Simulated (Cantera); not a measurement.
## Equilibrium for iron carbonyl, mercury and lead vapours: Pb + H2 + CO

Input: 1 mol Pb, 20 mol H2, 0.18 mol CO, equilibrated at 1.33 mbar.

Method: chemical equilibrium by Gibbs-energy minimisation in Cantera with the NASA 1993 tables (ideal gas, pure condensed phases). Candidate condensed phases: C, C6H6, C7H8, C8H18, H2O, Pb, PbO, PbO2, Pb3O4; 113 gas species. Kinetics and transport are ignored.

From 700 K to 1000 K the condensed part is Pb(l). From 1075 K to 1600 K nothing is condensed. The main Pb-bearing gas is Pb throughout.

| T (K) | log p H2 | log p Pb | log p CO | log p CH4 | log p H2O | log p H | n Pb(l) |
|---|---|---|---|---|---|---|---|
| 700 | -2.88 | -8.95 | -5.29 | -5.18 | -5.19 | <-14 | 1.000 |
| 775 | -2.88 | -7.60 | -4.99 | -5.82 | -5.84 | -13.44 | 1.000 |
| 850 | -2.88 | -6.50 | -4.94 | -6.46 | -6.47 | -12.13 | 0.995 |
| 925 | -2.88 | -5.57 | -4.93 | -7.02 | -7.02 | -11.02 | 0.959 |
| 1000 | -2.88 | -4.79 | -4.93 | -7.50 | -7.51 | -10.09 | 0.752 |
| 1075 | -2.90 | -4.20 | -4.95 | -7.94 | -7.95 | -9.28 | 0 |
| 1150 | -2.90 | -4.20 | -4.95 | -8.30 | -8.30 | -8.58 | 0 |
| 1225 | -2.90 | -4.20 | -4.95 | -8.62 | -8.62 | -7.96 | 0 |
| 1300 | -2.90 | -4.20 | -4.95 | -8.90 | -8.89 | -7.41 | 0 |
| 1375 | -2.90 | -4.20 | -4.95 | -9.15 | -9.13 | -6.92 | 0 |
| 1450 | -2.90 | -4.20 | -4.95 | -9.40 | -9.33 | -6.47 | 0 |
| 1525 | -2.90 | -4.20 | -4.95 | -9.66 | -9.47 | -6.08 | 0 |
| 1600 | -2.90 | -4.20 | -4.95 | -9.92 | -9.57 | -5.71 | 0 |
log p: log10 of the partial pressure in bar; n: condensed amount in mol.
